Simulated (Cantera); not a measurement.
A closed system holds: 1 mol Si, 6.9 mol Cl2, 1.9 mol H2, equilibrated at 1398.15 K and 0.000190 bar.

Method: chemical equilibrium by Gibbs-energy minimisation in Cantera with the NASA 1993 tables (ideal gas, pure condensed phases). Candidate condensed phases: Si; 19 gas species. The tables' values for SiCl3 are old estimates; treat these amounts as uncertain. Kinetics and transport are ignored.

Base state: Cl 0.476, HCl 0.371, SiCl4 0.0975, Cl2 0.0549, SiCl3 0.000195 (mole fractions); condensed: gas only.

Task: What changes in the equilibrium state with this change: temperature from 1398.15 K to 598 K?

Result: 
```csv
species,before,after
HCl,0.371,0.487
Cl2,0.0549,0.385
SiCl4,0.0975,0.128
Cl,0.476,8.10e-7
SiCl3,0.000195,<1e-9
```

Task: What changes in the equilibrium state with this change: 0.21 mol NH3 added?

Result: 
| species | before | after |
|---|---|---|
| Cl | 0.476 | 0.426 |
| HCl | 0.371 | 0.424 |
| SiCl4 | 0.0975 | 0.0955 |
| Cl2 | 0.0549 | 0.0440 |
| N2 | 0 | 0.0100 |
| SiCl3 | 0.000195 | 0.000214 |
Further candidate phases: NH4Cl, Si3N4.

Task: What changes in the equilibrium state with this change: pressure from 0.000190 bar to 0.133 bar?

Result: 
| species | before | after |
|---|---|---|
| HCl | 0.371 | 0.476 |
| Cl2 | 0.0549 | 0.353 |
| SiCl4 | 0.0975 | 0.125 |
| Cl | 0.476 | 0.0456 |
| SiCl3 | 0.000195 | 3.74e-6 |
